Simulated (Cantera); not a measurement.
An isothermal, constant-pressure homogeneous reactor starts with CO : O₂ : H₂O : N₂ = 0.0058 : 0.081 : 0.0012 : 1.6 (molar parts), at 1475 K and 4.44 atm.

Detailed kinetics in Cantera: GRI-Mech 3.0 (53 species, 325 reactions).

x: mole fraction; the columns are a selection and need not sum to one.

```json
[
 {"t (s)": "5.00e-5", "x CO": "0.00344", "x O₂": "0.0480", "x H₂O": "0.000711", "x H": "2.70e-10", "x H₂O₂": "<1e-12", "x CO₂": "6.96e-8", "x OH": "7.31e-9"},
 {"t (s)": "0.000162", "x CO": "0.00344", "x O₂": "0.0480", "x H₂O": "0.000711", "x H": "?", "x H₂O₂": "2.77e-12", "x CO₂": "?", "x OH": "?"},
 {"t (s)": "0.000522", "x CO": "0.00342", "x O₂": "0.0480", "x H₂O": "0.000708", "x H": "1.59e-7", "x H₂O₂": "6.79e-10", "x CO₂": "1.93e-5", "x OH": "3.86e-6"},
 {"t (s)": "0.00169", "x CO": "?", "x O₂": "0.0472", "x H₂O": "0.000685", "x H": "?", "x H₂O₂": "?", "x CO₂": "?", "x OH": "?"},
 {"t (s)": "0.00545", "x CO": "0.000402", "x O₂": "0.0465", "x H₂O": "0.000699", "x H": "3.88e-7", "x H₂O₂": "5.06e-9", "x CO₂": "0.00304", "x OH": "2.29e-5"},
 {"t (s)": "0.0176", "x CO": "3.81e-5", "x O₂": "0.0464", "x H₂O": "0.000707", "x H": "2.31e-8", "x H₂O₂": "9.12e-10", "x CO₂": "0.00340", "x OH": "9.93e-6"},
 {"t (s)": "0.0568", "x CO": "1.77e-6", "x O₂": "0.0463", "x H₂O": "0.000710", "x H": "1.22e-9", "x H₂O₂": "1.50e-10", "x CO₂": "0.00344", "x OH": "4.01e-6"},
 {"t (s)": "0.184", "x CO": "4.10e-8", "x O₂": "0.0463", "x H₂O": "0.000711", "x H": "2.91e-10", "x H₂O₂": "5.94e-11", "x CO₂": "0.00344", "x OH": "2.52e-6"},
 {"t (s)": "0.593", "x CO": "2.54e-8", "x O₂": "0.0463", "x H₂O": "0.000711", "x H": "2.83e-10", "x H₂O₂": "5.82e-11", "x CO₂": "0.00344", "x OH": "2.49e-6"},
 {"t (s)": "1.92", "x CO": "2.54e-8", "x O₂": "0.0463", "x H₂O": "0.000711", "x H": "2.83e-10", "x H₂O₂": "5.82e-11", "x CO₂": "0.00344", "x OH": "2.49e-6"},
 {"t (s)": "6.19", "x CO": "2.54e-8", "x O₂": "0.0463", "x H₂O": "0.000711", "x H": "2.83e-10", "x H₂O₂": "5.82e-11", "x CO₂": "0.00344", "x OH": "2.49e-6"},
 {"t (s)": "20.0", "x CO": "2.54e-8", "x O₂": "0.0463", "x H₂O": "0.000711", "x H": "2.83e-10", "x H₂O₂": "5.82e-11", "x CO₂": "0.00344", "x OH": "2.49e-6"}
]
```

Question: Some entries are withheld; supply them.

Answer: 
- 0.000162, x H: 2.85e-9
- 0.000162, x CO₂: 3.97e-7
- 0.000162, x OH: 7.51e-8
- 0.00169, x CO: 0.00195
- 0.00169, x H: 3.04e-6
- 0.00169, x H₂O₂: 1.75e-8
- 0.00169, x CO₂: 0.00149
- 0.00169, x OH: 4.26e-5
